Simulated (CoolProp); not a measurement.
Vapour-liquid equilibrium of CHF3 (R23) (1) + R125 (2) at -86.05 °C; x and y are mole fractions of (1).

The numbers come from the multi-fluid Helmholtz-energy mixture model, Penoncello 2003 and Lemmon 2005; pair parameters Bell 2016 in CoolProp.

**Question.** Give the bubble pressure and the first vapour's composition at x = 0.35, 0.65, 0.95. Is there an azeotrope?

**Answer.** x = 0.35: 0.03493 MPa, y = 0.812; x = 0.65: 0.05595 MPa, y = 0.934; x = 0.95: 0.07629 MPa, y = 0.992. No azeotrope shows between x = 0.05 and 0.95.

The pair parameters rest on a limited set of measurements; away from them the model extrapolates. The gap from Raoult's law changes sign with composition, which may be real or a fault of the pair parameters; it wasn't checked against measurements.
